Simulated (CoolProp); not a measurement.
Vapour-liquid equilibrium of R22 (1) + C3F8 (R218) (2) at 315.1 K; x and y are mole fractions of (1).

The numbers come from the multi-fluid Helmholtz-energy mixture model, Kamei 1995 and Lemmon 2006; pair parameters Bell 2016 in CoolProp.

```
x     bubble pressure (MPa)  y at the bubble point  dew pressure at overall composition x (MPa)  liquid density (mol/L)
----  ---------------------  ---------------------  -------------------------------------------  ----------------------
0.05                  1.424                  0.084                                        1.388                   6.561
0.2                   1.642                  0.281                                        1.551                   6.978
0.35                  1.793                  0.425                                        1.718                   7.523
0.5                   1.877                  0.539                                        1.854                   8.263
0.65                  1.898                  0.642                                        1.897                   9.269
0.8                   1.851                  0.753                                        1.814                   10.60
0.95                  1.699                  0.916                                        1.662                   12.29
```

y crosses x between x = 0.5 and 0.65: the model has an azeotrope there.

The pair parameters rest on a limited set of measurements; away from them the model extrapolates.
